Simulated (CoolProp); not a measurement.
A single-stage vapour-compression cycle with R245ca: evaporating at 266.15 K (dew point), condensing at 295.15 K (bubble point), superheat 8 K, subcooling 2 K, compressor efficiency 0.65, no pressure losses. Each further row changes one setting.

Values from CoolProp's reference Helmholtz-energy equation of state, Zhou 2016.

```tsv
case	cooling COP	pressure ratio	discharge temperature (K)	refrigerating effect (kJ/kg)	volumetric capacity (kJ/m³)
as stated	___	3.70	315.4	192	276
evaporating temperature 271.15 K	___	2.88	312.7	___	___
condensing temperature 290.15 K	6.73	3.02	309.0	199	286
subcooling 7 K	5.65	3.70	315.4	199	286
superheat 18 K	5.50	3.70	325.7	___	278
compressor efficiency 0.55	___	3.70	___	192	276
```

**Question.** What belongs in the gaps?

**Answer.** 
- as stated, cooling COP: 5.46
- evaporating temperature 271.15 K, cooling COP: 6.85
- evaporating temperature 271.15 K, refrigerating effect (kJ/kg): 196
- evaporating temperature 271.15 K, volumetric capacity (kJ/m³): 356
- superheat 18 K, refrigerating effect (kJ/kg): 201
- compressor efficiency 0.55, cooling COP: 4.62
- compressor efficiency 0.55, discharge temperature (K): 322.1
